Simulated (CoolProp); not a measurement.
A closed Brayton cycle with dry air: compressor inlet 332.15 K and 1.9 MPa, high pressure 3.86 MPa, turbine inlet 945 K, compressor efficiency 0.89, turbine efficiency 0.9, recuperator effectiveness 0.9 (on enthalpy, no pinch check). Each further row changes one setting.

Model: reference Helmholtz-energy equation of state, Lemmon 2000, in CoolProp. It is a pseudo-pure fit of the blend.

```tsv
case	thermal efficiency (%)	net work (kJ/kg)	compressor to turbine work	compressor exit (K)	turbine exit (K)
as stated	37.1	75.1	0.53	416.1	803.0
turbine inlet 895 K	35.2	66.6	0.56	416.1	759.4
compressor inlet 342.15 K	36.1	72.5	0.55	428.5	803.0
high pressure 3.28 MPa	35.7	62.0	0.51	395.3	833.7
recuperator effectiveness 0.5	20.5	75.1	0.53	416.1	803.0
```
